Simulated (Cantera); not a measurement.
An adiabatic, constant-pressure homogeneous reactor starts with 9.64 % CH₄, 9.16 % CO, 17.1 % O₂, 64.1 % N₂, equivalence ratio 1.4, at 1350 K and 1.00 bar.

Model: GRI-Mech 3.0 (53 species, 325 reactions), integrated in Cantera.

Predict: time of steepest temperature rise; temperature at 2.00 s; equilibrium temperature; x(CO) at 2.00 s; x(O₂) at 2.00 s; x(HCN) at 2.00 s.


| Property | Value |
|---|---|
| time of steepest temperature rise | 9.09 ms |
| temperature at 2.00 s | 2698 K |
| equilibrium temperature | 2698 K |
| x(CO) at 2.00 s | 0.111 (gas-phase equilibrium 0.111) |
| x(O₂) at 2.00 s | 0.00375 (gas-phase equilibrium 0.00375) |
| x(HCN) at 2.00 s | 7.81e-9 (gas-phase equilibrium 7.81e-9) |
